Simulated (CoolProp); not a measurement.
Saturated liquid density (kg/m³) of R1234ze(Z): the reference equation beside estimates from Tc = 423.3 K, pc = 3.531 MPa, ω = 0.327. Rackett uses Z = 0.29056 − 0.08775 ω.

Model: reference Helmholtz-energy equation of state, Akasaka 2019, in CoolProp.

| T (K) | reference | Rackett | van der Waals | Redlich-Kwong | Soave-Redlich-Kwong | Peng-Robinson |
|---|---|---|---|---|---|---|
| 291.9 | 1241 | 1140 | 658.9 | 957.1 | … | 1139 |
| 298.9 | … | … | … | 940.5 | 991.2 | 1122 |
| 305.8 | 1204 | 1106 | 640.0 | … | 975.1 | 1104 |
| 312.8 | 1184 | 1088 | 630.0 | 905.6 | 957.9 | 1086 |
| 319.8 | 1164 | … | 619.6 | 887.1 | … | 1066 |
| 326.8 | 1144 | 1051 | 608.8 | 867.7 | 920.8 | 1044 |
| 333.8 | 1122 | 1032 | 597.6 | 847.6 | 900.8 | 1022 |
| 340.8 | 1100 | 1012 | 586.0 | 826.6 | 879.6 | 998.3 |
| 347.7 | 1077 | 990.9 | 573.9 | 804.9 | 857.5 | 973.3 |
| 354.7 | 1052 | 968.9 | 561.1 | 781.7 | 833.6 | 946.3 |
| 361.7 | 1026 | 945.8 | 547.6 | 757.4 | 808.2 | 917.3 |
| 368.7 | 998.8 | 921.4 | 533.2 | 731.6 | 780.9 | 886.1 |

Question: Complete the blanks.

Answer: 
- 291.9, Soave-Redlich-Kwong: 1007
- 298.9, reference: 1223
- 298.9, Rackett: 1123
- 298.9, van der Waals: 649.5
- 305.8, Redlich-Kwong: 923.5
- 319.8, Rackett: 1070
- 319.8, Soave-Redlich-Kwong: 939.8

Absolute difference from the reference over all 12 rows, mean and median: Rackett 8.0 and 8.0 %, van der Waals 46.8 and 46.8 %, Redlich-Kwong 24.5 and 24.3 %, Soave-Redlich-Kwong 19.9 and 19.6 %, Peng-Robinson 9.2 and 8.8 %.
